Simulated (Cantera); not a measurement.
Input (Python, Cantera):

```python
import numpy as np
import cantera as ct

gas = ct.Solution("gri30.yaml")
gas.TPX = 775, 700000, {'C3H8': 1, 'O2': 9.43, 'N2': 35.5}
inlet = ct.Reservoir(gas, clone=True)
gas.equilibrate("HP")  # start burning
reactor = ct.IdealGasConstPressureReactor(gas, energy="on", clone=False)
exhaust = ct.Reservoir(gas, clone=True)
tau = [0.2, 0.079, 0.031, 0.012, 0.0049, 0.002, 0.00078, 0.00031, 0.00012, 4.8e-05, 1.9e-05, 7.6e-06][0]
for a, b in ((inlet, reactor), (reactor, exhaust)):
    ct.MassFlowController(a, b, mdot=lambda t: reactor.mass / tau)
net = ct.ReactorNet([reactor])
show = ['C3H8', 'O2', 'H2O', 'HO2', 'CH2', 'HCN', 'NO']

rows = []
print(f"{'tau/s':>10s}{'T/K':>9s}" + "".join(f"{s:>11s}" for s in show))
for tau in [0.2, 0.079, 0.031, 0.012, 0.0049, 0.002, 0.00078, 0.00031, 0.00012, 4.8e-05, 1.9e-05, 7.6e-06]:
    net.initial_time = 0.0
    net.advance(30 * tau)
    before = gas.X
    net.advance(40 * tau)
    drift = np.max(np.abs(gas.X - before) / (gas.X + 1e-9))
    rows.append([gas.T, *gas[show].X, drift])
    print(f"{tau:10.3e}{gas.T:9.1f}" + "".join(f"{x:11.3e}" for x in gas[show].X))
```

Output:

```
     tau/s      T/K       C3H8         O2        H2O        HO2        CH2        HCN         NO
 2.000e-01   1954.2  6.724e-08  9.404e-02  8.479e-02  2.001e-06  1.654e-09  9.213e-09  3.397e-04
 7.900e-02   1954.0  1.650e-07  9.413e-02  8.476e-02  2.118e-06  4.148e-09  1.012e-08  1.613e-04
 3.100e-02   1953.0  3.954e-07  9.419e-02  8.470e-02  2.395e-06  1.034e-08  1.111e-08  8.301e-05
 1.200e-02   1950.7  9.140e-07  9.424e-02  8.457e-02  3.045e-06  2.553e-08  1.273e-08  4.960e-05
 4.900e-03   1946.6  1.914e-06  9.433e-02  8.438e-02  4.346e-06  5.824e-08  1.532e-08  3.547e-05
 2.000e-03   1939.4  3.838e-06  9.452e-02  8.408e-02  6.884e-06  1.289e-07  1.924e-08  2.780e-05
 7.800e-04   1926.4  7.715e-06  9.494e-02  8.361e-02  1.198e-05  2.873e-07  2.479e-08  2.169e-05
 3.100e-04   1904.2  1.518e-05  9.582e-02  8.293e-02  2.146e-05  6.128e-07  3.229e-08  1.578e-05
 1.200e-04   1863.7  3.190e-05  9.782e-02  8.189e-02  4.072e-05  1.314e-06  4.581e-08  9.964e-06
 4.800e-05   1788.1  7.965e-05  1.025e-01  8.026e-02  8.432e-05  2.783e-06  7.212e-08  4.784e-06
 1.900e-05    775.0  2.177e-02  2.053e-01 -3.363e-16  1.154e-12  6.037e-29 -1.482e-21 -1.611e-20
 7.600e-06    775.0  2.177e-02  2.053e-01  5.564e-17  4.618e-13  2.403e-30  5.526e-27  6.007e-26
```

Computed with Cantera and GRI-Mech 3.0 (53 species, 325 reactions). GRI-Mech 3.0 was tuned for natural gas; its chemistry of propane as a main component is partial and can be far from experiment.
